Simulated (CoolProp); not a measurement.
Model: reference Helmholtz-energy equation of state, Lemmon 2016, in CoolProp.

Problem. Give the vapour pressure (MPa), enthalpy of vaporisation (kJ/kg), surface tension (mN/m) of saturated R365MFC at 32.25, 35.05 °C.

Solution. 
```csv
T (°C),p (MPa),enthalpy of vaporisation (kJ/kg),surface tension (mN/m)
32.25,0.0755,192,14.3
35.05,0.0839,191,14.0
```

Surface tension comes from a separate correlation (Mulero 2012).
